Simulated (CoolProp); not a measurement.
Properties of octamethylcyclotetrasiloxane (D4) along the isobar 0.654 MPa (Tc = 586.5 K, pc = 1.347 MPa, ω = 0.598).

Values from CoolProp's reference Helmholtz-energy equation of state, Thol 2015.

```
T (K)   phase  cp (kJ/(kg K))  cv (kJ/(kg K))  speed of sound (m/s)  isothermal compressibility (1/MPa)  expansivity (1/kK)  fugacity coefficient
-----  ------  --------------  --------------  --------------------  ----------------------------------  ------------------  --------------------
312.1  liquid           1.693           1.401                 873.9                            0.001691               1.218             0.0005920
328.3  liquid           1.723           1.433                 821.6                            0.001941               1.253              0.001607
344.5  liquid           1.754           1.467                 770.8                            0.002239               1.294              0.003858
360.7  liquid           1.788           1.504                 721.3                            0.002598               1.341              0.008340
376.9  liquid           1.823           1.541                 673.1                            0.003034               1.396               0.01648
393.1  liquid           1.859           1.579                 626.2                            0.003571               1.461               0.03016
409.3  liquid           1.896           1.618                 580.3                            0.004241               1.538               0.05161
425.5  liquid           1.935           1.657                 535.3                            0.005094               1.630               0.08334
441.7  liquid           1.974           1.696                 491.1                            0.006203               1.743                0.1279
457.9  liquid           2.015           1.735                 447.2                            0.007685               1.885                0.1876
474.1  liquid           2.058           1.773                 403.4                            0.009743               2.070                0.2643
490.3  liquid           2.104           1.811                 359.2                             0.01274               2.320                0.3595
506.5  liquid           2.156           1.849                 313.9                             0.01744               2.680                0.4735
522.7  liquid           2.219           1.886                 266.3                             0.02565               3.252                0.6056
538.9  liquid           2.310           1.923                 213.8                             0.04312               4.338                0.7538
555.1     gas           2.048           1.921                 90.74                               2.268               5.441                0.7925
```
